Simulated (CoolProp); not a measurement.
Properties of cyclopropane along the isobar 6.49 bar (Tc = 398.7 K, pc = 56.05 bar, ω = 0.131).

The numbers come from the reference Helmholtz-energy equation of state, Polt 1992 in CoolProp. This equation is an older, rougher fit.

```tsv
T (K)	phase	speed of sound (m/s)	expansivity (1/kK)	fugacity coefficient
313.5	gas	250.1	4.455	0.9134
336.3	gas	261.3	3.819	0.9316
359.1	gas	271.5	3.378	0.9449
381.9	gas	281.0	3.049	0.9547
404.7	gas	289.8	2.791	0.9622
427.4	gas	298.2	2.583	0.9679
450.2	gas	306.3	2.410	0.9724
473	gas	314.1	2.262	0.9759
```
